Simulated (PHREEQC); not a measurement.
A solution holds 0.11 mol CaCl2, 6e-05 mol NaF and 0.00097 mol MgSO4 per kg of water, at 25 °C. Closed to the air; pH follows from the charge balance.

Equilibrium calculation in PHREEQC: ion-association model, phreeqc.dat.

No solid was allowed to form.

### Question
Predict the pH.

### Answer
pH 6.88.

### Question
In which forms is S present?

### Answer
CaSO4 55 %, SO4-2 45 %, MgSO4 0.7 % of the S.

Saturation is exceeded, for instance for Fluorite; the values hold only as long as no solid forms.
